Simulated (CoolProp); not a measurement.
A simple Rankine cycle with R245ca: condensing at 333.15 K, boiler at 2.76 MPa, turbine inlet 449 K, turbine efficiency 0.6, pump efficiency 0.6, no recuperator. Each further row changes one setting.

The numbers come from the reference Helmholtz-energy equation of state, Zhou 2016 in CoolProp.

```
case                             thermal efficiency (%)  net work (kJ/kg)  heat in (kJ/kg)  turbine exit temperature (K)  volume ratio over the turbine
-------------------------------  ----------------------  ----------------  ---------------  ----------------------------  -----------------------------
as stated                                           ___              24.8              278                         398.8                           10.2
condensing temperature 325.15 K                     9.7              28.0              290                         395.1                           13.1
boiler pressure 1.93 MPa                            7.8              22.9              292                         412.6                            ___
turbine efficiency 0.5                              7.2              20.1              278                         403.0                            ___
```

Question: Fill in the missing entries.

Answer: 
- as stated, thermal efficiency (%): 8.9
- boiler pressure 1.93 MPa, volume ratio over the turbine: 6.43
- turbine efficiency 0.5, volume ratio over the turbine: 10.4
